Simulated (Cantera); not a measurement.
A freely propagating, adiabatic, planar premixed flame of 33.5 % H2, 14.0 % O2, 52.6 % N2, unburnt at 475 K and 0.296 atm; multicomponent+Soret transport, grid criteria slope 0.08 and curve 0.16, no radiation.

Computed with Cantera and the H2/O2 subset of GRI-Mech 3.0, which has no nitrogen chemistry. Burning velocities carry a grid error of a few per cent, more on coarse grids.

Q: Predict: laminar burning velocity; thermal thickness; peak x(OH); peak x(H); peak x(H2O2); peak x(HO2).

A: 
```json
{
 "laminar_burning_velocity": "460 cm/s",
 "thermal_thickness": "2.03 mm",
 "peak x(OH)": "0.0152",
 "peak x(H)": "0.0863",
 "peak x(H2O2)": "1.34e-5",
 "peak x(HO2)": "0.000160"
}
```
